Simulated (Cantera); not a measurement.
Charge: 1 mol CH3Cl, 1.1 mol H2, equilibrated at 0.0203 Torr.

Cantera equilibrium calculation (NASA polynomials, part measured and part estimated; ideal gas, pure solids and liquids). Candidate condensed phases: C, C6H6, C7H8, C8H18; 91 gas species. Rates play no part.

x: gas mole fraction; n: condensed amount in mol.

| T (°C) | x H | x H2 | x HCl | x Cl | x C | x C3 | x C2 | n C(graphite) |
|---|---|---|---|---|---|---|---|---|
| 1650 | 0.137 | 0.570 | 0.248 | 0.0449 | 2.01e-7 | 1.42e-7 | 1.19e-8 | 0.998 |
| 1800 | ___ | ___ | ___ | ___ | ___ | ___ | ___ | 0.996 |
| 1950 | 0.574 | 0.217 | 0.0711 | 0.137 | 8.48e-5 | 0.000142 | 1.24e-5 | 0.991 |
| 2100 | 0.743 | 0.0764 | 0.0222 | 0.154 | 0.000979 | 0.00229 | 0.000206 | 0.945 |
| 2250 | 0.781 | 0.0213 | 0.00595 | 0.154 | 0.00843 | 0.0262 | 0.00243 | 0.409 |
| 2400 | 0.770 | ___ | ___ | 0.149 | ___ | ___ | ___ | 0 |
| 2550 | 0.753 | 0.00195 | 0.000545 | 0.145 | 0.0722 | 0.0190 | 0.00807 | 0 |
| 2700 | 0.732 | 0.000686 | 0.000193 | 0.141 | 0.116 | 0.00447 | 0.00563 | 0 |
| 2850 | 0.724 | 0.000275 | 7.82e-5 | 0.139 | 0.133 | 0.000501 | 0.00226 | 0 |
| 3000 | 0.723 | 0.000121 | 3.48e-5 | 0.139 | 0.137 | 5.13e-5 | 0.000812 | 0 |

Q: Fill in the missing entries.

A: 
- 1800, x H: 0.327
- 1800, x H2: 0.418
- 1800, x HCl: 0.161
- 1800, x Cl: 0.0933
- 1800, x C: 5.14e-6
- 1800, x C3: 5.81e-6
- 1800, x C2: 4.97e-7
- 2400, x H2: 0.00609
- 2400, x HCl: 0.00169
- 2400, x C: 0.0306
- 2400, x C3: 0.0354
- 2400, x C2: 0.00627
